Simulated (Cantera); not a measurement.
An isothermal, constant-pressure homogeneous reactor starts with C2H6 : N2 = 1 : 4.2 (molar parts), at 2000 K and 52.5 Torr. Integrator tolerance rtol = 1e-08.

Computed with Cantera and GRI-Mech 3.0 (53 species, 325 reactions). GRI-Mech 3.0 stops at C3 and has no aromatics, soot or wall deposition, so with more carbon than oxygen in the feed, carbon stays in small species such as C2H2 where larger ones or solid carbon would form.

| quantity | before | after |
|---|---|---|
| x(C2H6) at 9.00 s | 1.40e-10 (gas-phase equilibrium 9.11e-11) | 4.60e-6 (gas-phase equilibrium 1.19e-7) |
| x(CH2) at 9.00 s | 1.75e-7 (gas-phase equilibrium 1.47e-7) | 2.84e-9 (gas-phase equilibrium 4.70e-10) |
| x(H2) at 9.00 s | 0.276 (gas-phase equilibrium 0.276) | 0.236 (gas-phase equilibrium 0.273) |
| x(H) at 9.00 s | 0.00325 (gas-phase equilibrium 0.00325) | 1.71e-5 (gas-phase equilibrium 2.58e-5) |
| x(CH4) at 9.00 s | 4.94e-5 (gas-phase equilibrium 4.15e-5) | 0.0338 (gas-phase equilibrium 0.00326) |
| x(CH3) at 9.00 s | 1.15e-5 (gas-phase equilibrium 9.64e-6) | 4.95e-5 (gas-phase equilibrium 6.21e-6) |
| x(C2H2) at 9.00 s | 0.138 (gas-phase equilibrium 0.0723) | 0.126 (gas-phase equilibrium 0.0855) |

Q: What was changed between the two runs?
A. temperature 2000 to 1100 K
B. temperature 2000 to 1173 K
C. temperature 2000 to 1475 K
D. temperature 2000 to 1725 K

A: C, temperature 2000 to 1475 K
